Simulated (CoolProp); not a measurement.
Properties of R1336mzz(E) along the isobar 0.698 MPa.

The numbers come from the reference Helmholtz-energy equation of state, Akasaka 2023 in CoolProp.

| T (K) | phase | density (kg/m³) | cp (kJ/(kg K)) | cv (kJ/(kg K)) | speed of sound (m/s) | expansivity (1/kK) |
|---|---|---|---|---|---|---|
| 215.2 | liquid | 1543 | 1.178 | 0.8444 | 970.0 | 1.516 |
| 230 | liquid | 1508 | 1.184 | 0.8503 | … | 1.587 |
| 244.9 | liquid | 1472 | … | 0.8565 | 821.5 | 1.680 |
| 259.8 | liquid | 1435 | 1.202 | 0.8629 | 749.6 | 1.798 |
| 274.6 | liquid | 1395 | 1.214 | 0.8694 | 679.4 | 1.949 |
| 289.5 | liquid | 1354 | 1.230 | 0.8761 | 609.5 | 2.149 |
| 304.4 | liquid | 1308 | … | 0.8832 | 539.9 | 2.418 |
| 319.3 | liquid | 1259 | 1.276 | 0.8909 | 469.9 | 2.799 |
| 334.1 | liquid | … | 1.314 | 0.8997 | 399.2 | 3.372 |
| 349 | gas | 47.85 | 0.9700 | 0.8450 | 115.6 | 5.549 |
| 363.9 | gas | 44.34 | 0.9579 | 0.8504 | 121.8 | 4.736 |
| 378.8 | gas | … | 0.9527 | 0.8568 | 127.2 | 4.173 |

Question: What belongs in the gaps?

Answer: 
- 230, speed of sound (m/s): 895.0
- 244.9, cp (kJ/(kg K)): 1.192
- 304.4, cp (kJ/(kg K)): 1.250
- 334.1, density (kg/m³): 1203
- 378.8, density (kg/m³): 41.50
